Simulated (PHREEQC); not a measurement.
## Polishing slurry liquid: speciation

Consider water at 20 °C with 0.0018 mol HNO3, 4.5e-06 mol H4SiO4 and 0.0022 mol CO2 per kg of water. Closed to the air; pH follows from the charge balance.

The numbers come from PHREEQC with the ion-association model, wateq4f.dat.

Each row changes one thing in this solution. Precipitation was switched off in this run.

```tsv
case	pH	ionic strength (mol/kgw)	HCO3- (mol/kgw)
as made	2.76	0.00180	5.55e-7
CO2 replaced by KHCO3 at the same molality	5.71	0.00220	0.000402
0.00025 mol/kgw KH2PO4 added	2.78	0.00200	[?]
H4SiO4 left out	2.76	0.00180	5.55e-7
H4SiO4 from 4.5e-06 to 6.75e-06 mol/kgw	2.76	0.00180	5.55e-7
0.0019 mol/kgw H2SO4 added	2.32	[?]	[?]
temperature from 20 to 85 °C	2.77	0.00180	[?]
H4SiO4 replaced by Na2SiO3 at the same molality	2.77	0.00180	5.58e-7
0.00031 mol/kgw NaOH added	2.85	0.00180	[?]
```

Question: Some entries are withheld; supply them.

Answer: 
- 0.00025 mol/kgw KH2PO4 added, HCO3- (mol/kgw): 5.72e-7
- 0.0019 mol/kgw H2SO4 added, ionic strength (mol/kgw): 0.00657
- 0.0019 mol/kgw H2SO4 added, HCO3- (mol/kgw): 2.09e-7
- temperature from 20 to 85 °C, HCO3- (mol/kgw): 5.95e-7
- 0.00031 mol/kgw NaOH added, HCO3- (mol/kgw): 6.70e-7

H3PO4, which wateq4f.dat lacks, is added to it with the constant of phreeqc.dat. Away from 25 °C the constants follow the database's enthalpies or fits; those with neither stay at their 25 °C values.
